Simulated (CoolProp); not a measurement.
Vapour-liquid equilibrium of benzene (1) + n-dodecane (2) at 0.17 MPa; x and y are mole fractions of (1).

Values from CoolProp's multi-fluid Helmholtz-energy mixture model, Thol 2012 and Lemmon 2004; pair parameters Bell 2016.

```tsv
x	bubble temperature, mixture model (°C)	bubble temperature, Raoult's law (°C)	y, mixture model	y, Raoult's law
0.05	221.1	210.9	0.344	0.502
0.125	194.7	182.2	___	0.785
0.2	172.5	163.2	0.841	0.889
0.275	___	149.7	0.915	0.936
0.35	___	139.4	0.951	0.960
0.425	133.0	131.2	0.970	0.974
0.5	125.4	124.5	0.980	0.983
0.575	119.4	118.9	0.987	0.988
0.65	114.4	114.1	___	0.992
0.725	110.1	109.8	___	0.995
0.8	106.4	106.1	___	0.997
0.875	103.0	102.7	0.998	0.998
0.95	99.8	99.7	0.999	0.999
```

Question: What belongs in the gaps?

Answer: 
- 0.125, y, mixture model: 0.679
- 0.275, bubble temperature, mixture model (°C): 155.5
- 0.35, bubble temperature, mixture model (°C): 142.7
- 0.65, y, mixture model: 0.991
- 0.725, y, mixture model: 0.994
- 0.8, y, mixture model: 0.996

The largest gap from Raoult's law is +12.5 K in bubble temperature, at x = 0.125. No azeotrope shows between x = 0.05 and 0.95.

Pair parameters are fitted to limited data, so mixtures are less certain than the pure fluids.
